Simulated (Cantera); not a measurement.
A perfectly stirred reactor is fed with CH4 : N2 = 1 : 150 (molar parts), at 1.10 bar; it is held at 1898 K, and followed from long to short residence time.

Cantera simulation using GRI-Mech 3.0 (53 species, 325 reactions); the numbers are that mechanism's predictions, not measurements. GRI-Mech 3.0 stops at C3 and has no aromatics, soot or wall deposition, so with more carbon than oxygen in the feed, carbon stays in small species such as C2H2 where larger ones or solid carbon would form.

x: mole fraction; the columns are a selection and need not sum to one.

```
τ (s)      x CH4    x C2H     x CH3      x H    x CH2
------  --------  -------  --------  -------  -------
1.7      9.06e-5  2.74e-7   1.32e-5  7.14e-5  1.14e-7
0.56           ?  2.81e-7         ?  6.96e-5        ?
0.18    0.000303  2.78e-7   4.23e-5  6.68e-5  3.37e-7
0.058          ?  2.64e-7         ?  6.24e-5        ?
0.019    0.00101  2.37e-7  0.000127  5.59e-5  8.39e-7
0.0060   0.00183  1.94e-7  0.000213  4.67e-5  1.19e-6
0.0019   0.00310  1.33e-7  0.000325  3.44e-5  1.48e-6
```

Q: Complete the blanks.

A: 
- 0.56, x CH4: 0.000165
- 0.56, x CH3: 2.36e-5
- 0.56, x CH2: 1.98e-7
- 0.058, x CH4: 0.000558
- 0.058, x CH3: 7.44e-5
- 0.058, x CH2: 5.49e-7
